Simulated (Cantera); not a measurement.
Charge: 1 mol CH3Cl, 0.27 mol F2, 2.3 mol H2.

These are equilibrium values from Cantera (NASA tables, ideal gas, pure condensed phases), not measurements of a reactor. Candidate condensed phases: C, C6H6, C7H8, C8H18; 118 gas species. Rates play no part.

Stable condensed phases, one row left out:

```
T in °C \ P in Pa
              1    5.2     27    140    720   3700  19000 100000
   2502       A      A      A      B      B      B      B      B
   2102       B      B      B      B      B      B      B      B
   1902       B      B      B      B      B      B      B      B
   1702       B      B      B      B      B      B      B      B
   1502       B      B      B      B      B      B      B      B
   1302       B      B      B      B      B      B      B      B
   1102       B      B      B      B      B      B      B      B
    902       B      B      B      B      B      B      B      B
    702       B      B      B      B      B      B      B      B
    502       B      B      B      B      B      B      B      B
```

A: gas only; B: C.

### Question
Give the row for 2302 °C.

### Answer
1: gas only; 5.2: C; 27: C; 140: C; 720: C; 3700: C; 19000: C; 100000: C.
